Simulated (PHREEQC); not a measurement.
A solution holds 0.12 mol/kgw HNO3, 0.00055 mol/kgw H4SiO4 and 0.0013 mol/kgw H3BO3, at 25 °C and 50 atm. Closed to the air; pH follows from the charge balance.

Model: ion-association model, phreeqc.dat, run in PHREEQC.

No solid was allowed to form.

**Question.** What pH, specific conductance, density does the model give?

**Answer.** pH 1.01; specific conductance 41600 µS/cm; density 1.003 g/cm³.

The solution is supersaturated, for example in Quartz (slow to form), Chalcedony (slow to form), so a real one may precipitate; this is no full list. Complexes and solids missing from the database can't appear. Under pressure, the constants of complexes without a molar volume in the database are unreliable.
